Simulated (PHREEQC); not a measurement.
## City or well water: an equilibrium model

Synthetic water in mg/kgw, 11 °C, pH 7.41, pe 11.1: Na 36.2; K 107; Ca 38.5; Mg 23.8; Cl 60.3; S(6) as SO4 227; Alkalinity as HCO3 120; Cu(2) 1.26.

Cl is adjusted to close the charge balance.
Valence states are taken as typed.

All values are PHREEQC results (ion-association model, wateq4f.dat), not measurements.

Precipitation was switched off in this run.

Q: What ionic strength does the model give?

A: ionic strength 0.0114 mol/kgw.

Q: In which forms is C present?

A: HCO3- 89 %, CO2 8.9 %, MgHCO3+ 0.6 % of the C.

The solution is supersaturated, for example in Malachite, Tenorite (slow to form), so a real one may precipitate; this is no full list. At this temperature some constants are extrapolated from 25 °C, and those without enthalpy data are left unchanged. The database's constant for dissolved Cu(OH)2 is higher than later reviews accept.
